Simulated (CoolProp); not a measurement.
Vapour-liquid equilibrium of ethylene (1) + carbon dioxide (2) at 2 MPa; x and y are mole fractions of (1).

Model: multi-fluid Helmholtz-energy mixture model, Smukala 2000 and Span 1996; pair parameters Bell 2016, in CoolProp.

Give the bubble temperature and the first vapour's composition at x = 0.05, 0.65, 0.95. Is there an azeotrope?

x = 0.05: 251.7 K, y = 0.091; x = 0.65: 243.4 K, y = 0.664; x = 0.95: 243.9 K, y = 0.944. y crosses x between x = 0.65 and 0.8: the model has an azeotrope there.

Pair parameters are fitted to limited data, so mixtures are less certain than the pure fluids.
